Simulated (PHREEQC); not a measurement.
Reverse-osmosis permeate: an equilibrium model

A made-up water analysis in mg/kgw, 20 °C, pH 5.67, pe 11.3: Na 8.22; K 0.000581; Ca 8.96; Mg 2.28; Cl 18.5; S(6) as SO4 12.9; Alkalinity as HCO3 11.8; Cu(2) 0.191; Cd 0.0338.

Valence states are taken as typed.

Model: ion-association model, wateq4f.dat, run in PHREEQC.

Each row changes one thing in this solution. No solid was allowed to form.

```
case                                              CO2 (mol/kgw)  HCO3- (mol/kgw)  SO4-2 (mol/kgw)  CaSO4 (mol/kgw)  Cu+2 (mol/kgw)  MgSO4 (mol/kgw)  SI of Tenorite (CuO)  SI of Otavite (CdCO3)
------------------------------------------------  -------------  ---------------  ---------------  ---------------  --------------  ---------------  --------------------  ---------------------
as made                                                0.000962         0.000195         0.000128          3.85e-6         2.67e-6          1.74e-6                 -2.12                  -2.96
temperature from 20 to 5 °C at the same typed pH        0.00131         0.000195         0.000130          3.36e-6         2.69e-6          1.17e-6                 -2.72                  -3.14
K from 0.000581 to 0.00174 mg/kgw                      0.000962         0.000195         0.000128          3.85e-6         2.67e-6          1.74e-6                 -2.12                  -2.96
all concentrations times 3 at the same typed pH         0.00277         0.000575         0.000364          2.58e-5         6.85e-6          1.17e-5                 -1.75                  -2.12
```

Species that the database lacks are ignored. Constants without temperature data keep their 25 °C values here.
